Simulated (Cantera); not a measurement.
What does this Cantera script print?

```python
import numpy as np
import cantera as ct

gas_names = """
    CL CLO CL2 Fe FeCL FeCL2 FeCL3 FeO Fe2CL4 Fe2CL6 O O2 O3
""".split()
cond_names = """
    Fe(a) Fe(c) Fe(d) Fe(L) FeCL2(s) FeCL2(L) FeCL3(s) FeCL3(L) FeO(s) FeO(L) Fe2O3(s) Fe3O4(s)
""".split()


# ... load() reads the species with a 1 bar reference pressure and builds the phases ...
atoms = {
    'Fe2O3': {'Fe': 2, 'O': 3},
    'Cl2': {'CL': 2},
    'O2': {'O': 2},
}
top_T = {'Fe2O3(s)': 1830, 'Fe3O4(s)': 1870}  # K; cautious upper limits of use, not melting points


# ... equilibrate(T, P, feed) seeds the gas with the atoms and calls Mixture.equilibrate('TP', solver="vcs", rtol=1e-11, max_steps=5000) ...
results = []
feed = {'Fe2O3': 1, 'Cl2': 1.2, 'O2': 0.071}  # mol
P = 1000  # Pa
for T in [898, 948, 998, 1048, 1098, 1148, 1198, 1248, 1298]:
    mix = equilibrate(T, P, feed)
    results.append((T, P, feed, dict(zip(mix.species_names, mix.species_moles))))

top = {s: max(r[3][s] / sum(r[3][g] for g in gas_names) for r in results) for s in gas_names}
cols = sorted((s for s in top if top[s] > 0.0001), key=lambda s: -top[s])[:9]
seen = [c for c in cond_names if any(r[3].get(c, 0) > 1e-12 for r in results)]
print("log10 of partial pressures in bar; condensed amounts in mol")
print(f"{'T/K':>10s}" + "".join(f"{s[:9]:>10s}" for s in cols + seen))
for T, P, feed, n in results:
    ng = sum(n[g] for g in gas_names)
    print(f"{T:10.4g}" + "".join(f"{np.log10(max(n[s] / ng * P / 1e5, 1e-99)):10.3f}" for s in cols)
          + "".join(f"{n.get(c, 0):10.4g}" for c in seen))
```

It prints:

```
log10 of partial pressures in bar; condensed amounts in mol
       T/K       CL2        O2     FeCL2     FeCL3        CL    Fe2CL4       CLO  Fe2O3(s)
       898    -2.034    -3.196    -6.061    -3.973    -5.164   -10.214    -7.835    0.9931
       948    -2.047    -3.125    -5.335    -3.594    -4.790    -9.204    -7.494    0.9834
       998    -2.070    -3.027    -4.725    -3.300    -4.459    -8.378    -7.176    0.9664
      1048    -2.107    -2.915    -4.208    -3.078    -4.167    -7.702    -6.884    0.9411
      1098    -2.160    -2.803    -3.769    -2.915    -3.910    -7.145    -6.624    0.9072
      1148    -2.234    -2.701    -3.395    -2.806    -3.689    -6.692    -6.399    0.8642
      1198    -2.333    -2.613    -3.082    -2.752    -3.501    -6.335    -6.211    0.8119
      1248    -2.464    -2.540    -2.829    -2.758    -3.348    -6.076    -6.062    0.7504
      1298    -2.632    -2.485    -2.636    -2.827    -3.230    -5.918    -5.954    0.6819
```

Cantera equilibrium calculation (NASA polynomials, part measured and part estimated; ideal gas, pure solids and liquids). Condensed phases not in the tables: FeOCl.
